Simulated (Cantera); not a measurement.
Charge: 1 mol C₂F₆, 0.11 mol CH₄, 11 mol H₂, equilibrated at 40.5 Torr.

These are equilibrium values from Cantera (NASA tables, ideal gas, pure condensed phases), not measurements of a reactor. Candidate condensed phases: C, C₆H₆, C₇H₈, C₈H₁₈; 110 gas species. Ions and electrons are included (thermal ionisation). The feed counts by its element totals alone. Equilibrium is a limit: real reactors are often held back by kinetics, nucleation or transport.

Problem. At 4727 °C, list the 6 most abundant gas species with their mole fractions, and the condensed phases.

Solution. H 0.733, F 0.194, C 0.0687, HF 0.00334, H₂ 0.000701, CF 0.000206. Condensed: gas only.
